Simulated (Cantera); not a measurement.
Charge: 1 mol Si(CH3)4, 5.2 mol H2, 0.8 mol C2H2, equilibrated at 42.0 mbar.

Cantera equilibrium calculation (NASA polynomials, part measured and part estimated; ideal gas, pure solids and liquids). Candidate condensed phases: C, C6H6, C7H8, C8H18, Si, SiC; 87 gas species. The numbers say what is thermodynamically allowed, not how fast it happens.

Problem. At 1898 K, list the 5 most abundant gas species with their mole fractions, and the condensed phases.

Solution. H2 0.996, H 0.00381, C2H2 (acetylene) 0.000375, CH4 2.35e-5, Si 1.08e-5. Condensed: C(graphite) + SiC(s).
